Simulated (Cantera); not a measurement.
Charge: 1 mol SiHCl₃, 0.026 mol Cl₂, a varied amount of N₂, held at 1200 K and 22.0 mbar.

Method: chemical equilibrium by Gibbs-energy minimisation in Cantera with the NASA 1993 tables (ideal gas, pure condensed phases). Candidate condensed phases: NH₄Cl, Si, Si₃N₄; 28 gas species. N₂ is the only nitrogen source here; it is nearly inert below about 1500 K, so the nitride shown seldom forms there in practice. The tables' values for SiCl₃ are old estimates; treat these amounts as uncertain. Kinetics and transport are ignored.

x: gas mole fraction; n: condensed amount in mol.

| n(N₂) (mol) | x N₂ | x HCl | x SiCl₄ | x H₂ | n Si₃N₄(s) |
|---|---|---|---|---|---|
| 22 | 0.936 | 0.0388 | 0.0225 | … | 0.152 |
| 26 | 0.945 | 0.0333 | 0.0191 | … | 0.152 |
| 31 | 0.953 | 0.0283 | 0.0161 | … | 0.153 |
| 36 | 0.960 | 0.0247 | 0.0139 | … | 0.153 |
| 43 | 0.966 | 0.0209 | 0.0116 | … | 0.153 |
| 51 | 0.971 | 0.0178 | 0.00980 | … | 0.154 |
| 60 | 0.975 | 0.0153 | 0.00833 | … | 0.154 |
| 70 | 0.979 | 0.0132 | 0.00713 | … | 0.154 |
| 83 | 0.982 | 0.0112 | 0.00601 | … | 0.154 |
| 98 | 0.985 | 0.00954 | 0.00508 | … | 0.154 |
| 120 | 0.988 | 0.00785 | 0.00414 | … | 0.154 |
| 140 | 0.989 | 0.00676 | 0.00354 | … | 0.154 |

**Question.** Complete the blanks.

**Answer.** 
- 22, x H₂: 0.00215
- 26, x H₂: 0.00171
- 31, x H₂: 0.00135
- 36, x H₂: 0.00110
- 43, x H₂: 0.000858
- 51, x H₂: 0.000676
- 60, x H₂: 0.000538
- 70, x H₂: 0.000433
- 83, x H₂: 0.000340
- 98, x H₂: 0.000269
- 120, x H₂: 0.000201
- 140, x H₂: 0.000161
